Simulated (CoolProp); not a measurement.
Vapour-liquid equilibrium of R152A (1) + methanol (2) at 350.9 K; x and y are mole fractions of (1).

Values from CoolProp's multi-fluid Helmholtz-energy mixture model, Outcalt 1996 and de Reuck 1993; pair parameters Bell 2016.

```
x      bubble pressure (kPa)  y at the bubble point  dew pressure at overall composition x (kPa)  liquid density (mol/L)
-----  ---------------------  ---------------------  -------------------------------------------  ----------------------
0.05                   465.1                  0.637                                        176.1                   22.21
0.125                  770.0                  0.779                                        191.4                   21.16
0.2                    965.3                  0.824                                        209.3                   20.15
0.275                   1100                  0.847                                        231.0                   19.18
0.35                    1203                  0.862                                        257.8                   18.25
0.425                   1294                  0.875                                        291.6                   17.36
0.5                     1382                  0.886                                        335.8                   16.50
0.575                   1474                  0.899                                        395.9                   15.67
0.65                    1575                  0.912                                        482.2                   14.86
0.725                   1687                  0.927                                        616.4                   14.06
0.8                     1812                  0.944                                        851.0                   13.27
0.875                   1954                  0.963                                         1297                   12.48
0.95                    2114                  0.984                                         1860                   11.68
```

No azeotrope shows between x = 0.05 and 0.95.

The pair parameters rest on a limited set of measurements; away from them the model extrapolates. The gap from Raoult's law changes sign with composition, which may be real or a fault of the pair parameters; it wasn't checked against measurements. With so large a gap from Raoult's law the liquid may split in two, which this calculation doesn't test in full.
